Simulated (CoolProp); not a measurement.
Vapour-liquid equilibrium of carbon dioxide (1) + R143a (2) at 1030 kPa; x and y are mole fractions of (1).

Computed with CoolProp (multi-fluid Helmholtz-energy mixture model, Span 1996 and Lemmon and Jacobsen 2000; pair parameters Bell 2016).

```csv
x,"bubble temperature, mixture model (°C)","bubble temperature, Raoult's law (°C)","y, mixture model","y, Raoult's law"
0.05,12.3,10.4,0.149,0.221
0.2,___,-5.1,___,0.590
0.35,-15.5,-15.5,0.732,0.766
0.5,-24.2,-23.2,0.843,0.864
0.65,___,-29.2,0.906,0.925
0.8,-34.5,-34.1,0.949,0.965
0.95,-38.1,-38.1,___,0.993
```

Question: Fill in the missing entries.

Answer: 
- 0.2, bubble temperature, mixture model (°C): -3.1
- 0.2, y, mixture model: 0.518
- 0.65, bubble temperature, mixture model (°C): -30.1
- 0.95, y, mixture model: 0.987

The largest gap from Raoult's law is +2.0 K in bubble temperature, at x = 0.2. No azeotrope shows between x = 0.05 and 0.95.

Pair parameters are fitted to limited data, so mixtures are less certain than the pure fluids. The gap from Raoult's law changes sign with composition, which may be real or a fault of the pair parameters; it wasn't checked against measurements.
